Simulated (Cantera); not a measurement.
A closed system holds: 1 mol PbS, 1200 mol H2, 0.45 mol N2, held at 8.60 bar.

Cantera equilibrium calculation (NASA polynomials, part measured and part estimated; ideal gas, pure solids and liquids). Candidate condensed phases: Pb, PbS, S; 18 gas species. Kinetics and transport are ignored. All values below are at 1102 °C.

Base state: H2 0.998, H2S 0.000780, Pb 0.000763, N2 0.000367, PbS 5.20e-5, NH3 1.53e-5 (mole fractions); condensed: Pb(l).

What changes in the equilibrium state with this change: PbS replaced by SiO2?


```json
[
 {"species": "H2", "before": "0.998", "after": "1.000"},
 {"species": "N2", "before": "0.000367", "after": "0.000340"},
 {"species": "H2O", "before": "0", "after": "8.23e-5"},
 {"species": "H2S", "before": "0.000780", "after": "0"},
 {"species": "Pb", "before": "0.000763", "after": "0"},
 {"species": "PbS", "before": "5.20e-5", "after": "0"},
 {"species": "NH3", "before": "1.53e-5", "after": "1.48e-5"},
 {"species": "Pb(l), mol", "before": "0.0201", "after": "0"},
 {"species": "SiO2(β-quartz), mol", "before": "0", "after": "0.934"},
 {"species": "Si2N2O(s), mol", "before": "0", "after": "0.0329"}
]
```
N2 is the only nitrogen source here; it is nearly inert below about 1500 K, so the nitride shown seldom forms there in practice. Mutual solubility and eutectic melting of coexisting phases are not modelled. The tables hold silica as quartz up to 1696 K and as liquid above; real silica turns to tridymite and cristobalite and melts near 1996 K. Further candidate phases: H2O, Si, SiO2, Si2N2O, Si3N4.
